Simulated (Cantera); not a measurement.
An isothermal, constant-pressure homogeneous reactor starts with C2H6 : N2 = 1 : 2.5 (molar parts), at 1175 K and 42.0 Torr. Integrator tolerance rtol = 1e-08.

Cantera simulation using GRI-Mech 3.0 (53 species, 325 reactions); the numbers are that mechanism's predictions, not measurements. GRI-Mech 3.0 stops at C3 and has no aromatics, soot or wall deposition, so with more carbon than oxygen in the feed, carbon stays in small species such as C2H2 where larger ones or solid carbon would form.

### Question
What does this change do: temperature 1175 to 1925 K?

### Answer
```json
[
 {"quantity": "x(C2H6) at 70.0 s", "before": "0.000123 (gas-phase equilibrium 4.71e-5)", "after": "5.14e-10 (gas-phase equilibrium 3.36e-10)"},
 {"quantity": "x(HCN) at 70.0 s", "before": "2.01e-11 (gas-phase equilibrium 0.0720)", "after": "0.000954 (gas-phase equilibrium 0.138)"},
 {"quantity": "x(H) at 70.0 s", "before": "1.06e-6 (gas-phase equilibrium 2.40e-7)", "after": "0.00245 (gas-phase equilibrium 0.00245)"},
 {"quantity": "x(CH4) at 70.0 s", "before": "0.0434 (gas-phase equilibrium 0.123)", "after": "0.000122 (gas-phase equilibrium 9.93e-5)"},
 {"quantity": "x(C2H) at 70.0 s", "before": "7.04e-11 (gas-phase equilibrium 1.46e-11)", "after": "1.75e-5 (gas-phase equilibrium 1.09e-5)"},
 {"quantity": "x(CH2) at 70.0 s", "before": "5.28e-12 (gas-phase equilibrium 1.42e-12)", "after": "1.37e-7 (gas-phase equilibrium 1.12e-7)"}
]
```

### Question
What does this change do: N2 2.5 to 1.5 parts?

### Answer
```tsv
quantity	before	after
x(C2H6) at 70.0 s	0.000123 (gas-phase equilibrium 4.71e-5)	0.000214 (gas-phase equilibrium 8.10e-5)
x(HCN) at 70.0 s	2.01e-11 (gas-phase equilibrium 0.0720)	1.15e-11 (gas-phase equilibrium 0.0708)
x(H) at 70.0 s	1.06e-6 (gas-phase equilibrium 2.40e-7)	1.25e-6 (gas-phase equilibrium 2.58e-7)
x(CH4) at 70.0 s	0.0434 (gas-phase equilibrium 0.123)	0.0598 (gas-phase equilibrium 0.174)
x(C2H) at 70.0 s	7.04e-11 (gas-phase equilibrium 1.46e-11)	8.17e-11 (gas-phase equilibrium 1.73e-11)
x(CH2) at 70.0 s	5.28e-12 (gas-phase equilibrium 1.42e-12)	6.92e-12 (gas-phase equilibrium 1.73e-12)
```

### Question
What does this change do: C2H6 1 to 0.15 parts?

### Answer
```
quantity                                              before                                      after
-----------------  -----------------------------------------  -----------------------------------------
x(C2H6) at 70.0 s   0.000123 (gas-phase equilibrium 4.71e-5)    4.16e-6 (gas-phase equilibrium 1.56e-6)
x(HCN) at 70.0 s     2.01e-11 (gas-phase equilibrium 0.0720)    2.42e-10 (gas-phase equilibrium 0.0450)
x(H) at 70.0 s       1.06e-6 (gas-phase equilibrium 2.40e-7)    3.13e-7 (gas-phase equilibrium 1.48e-7)
x(CH4) at 70.0 s        0.0434 (gas-phase equilibrium 0.123)     0.00839 (gas-phase equilibrium 0.0138)
x(C2H) at 70.0 s   7.04e-11 (gas-phase equilibrium 1.46e-11)  2.20e-11 (gas-phase equilibrium 5.32e-12)
x(CH2) at 70.0 s   5.28e-12 (gas-phase equilibrium 1.42e-12)    1.00e-12 (gas-phase equilibrium <1e-12)
```
